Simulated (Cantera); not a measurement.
Charge: 1 mol HgO, 6.3 mol H2, a varied amount of N2, held at 475 K and 0.00133 bar.

These are equilibrium values from Cantera (NASA tables, ideal gas, pure condensed phases), not measurements of a reactor. Candidate condensed phases: H2O, Hg, HgO; 25 gas species. Equilibrium is a limit: real reactors are often held back by kinetics, nucleation or transport.

x: gas mole fraction; nothing condenses.

| n(N2) (mol) | x N2 | x H2 | x H2O | x Hg | x NH3 |
|---|---|---|---|---|---|
| 0.9 | 0.110 | 0.646 | 0.122 | 0.122 | ___ |
| 1.4 | 0.161 | 0.609 | 0.115 | 0.115 | 0.000151 |
| 2.3 | 0.240 | 0.552 | 0.104 | 0.104 | 0.000159 |
| 3.6 | 0.330 | 0.486 | 0.0918 | 0.0918 | 0.000155 |
| 5.8 | 0.443 | 0.404 | 0.0763 | 0.0763 | ___ |
| 9.2 | 0.558 | 0.321 | 0.0606 | 0.0606 | ___ |
| 15 | 0.673 | 0.238 | 0.0448 | 0.0448 | ___ |
| 23 | 0.759 | 0.175 | 0.0330 | 0.0330 | ___ |
| 37 | 0.835 | 0.120 | 0.0226 | 0.0226 | ___ |
| 59 | 0.890 | 0.0799 | 0.0151 | 0.0151 | ___ |
| 93 | 0.927 | 0.0528 | 0.00997 | 0.00997 | ___ |

Problem. What belongs in the gaps?

Solution. 
- 0.9, x NH3: 0.000137
- 5.8, x NH3: 0.000136
- 9.2, x NH3: 0.000108
- 15, x NH3: 7.54e-5
- 23, x NH3: 5.06e-5
- 37, x NH3: 3.00e-5
- 59, x NH3: 1.69e-5
- 93, x NH3: 9.28e-6
